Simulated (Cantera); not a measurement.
Source: NASA polynomial tables (part measured, part estimated), evaluated in Cantera. Values are per mole of reaction as written; species without (g) are pure solids or liquids, kept so even where they would boil at 1 bar.

Q: Between 300 and 700 K, where is each reaction favourable under standard conditions?
- SiO(g) + C → Si + CO(g)
- 2 O(g) + Si2C(g) → CO2(g) + 2 Si

A: 
- SiO(g) + C → Si + CO(g): ΔG° is -10 kJ at 300 K and -11 kJ at 700 K; it stays negative (K > 1). ΔH° is -7 kJ and ΔS° 5 J/K at 700 K.
- 2 O(g) + Si2C(g) → CO2(g) + 2 Si: ΔG° is -1334 kJ at 300 K and -1207 kJ at 700 K; it stays negative (K > 1). ΔH° is -1429 kJ and ΔS° -318 J/K at 700 K.
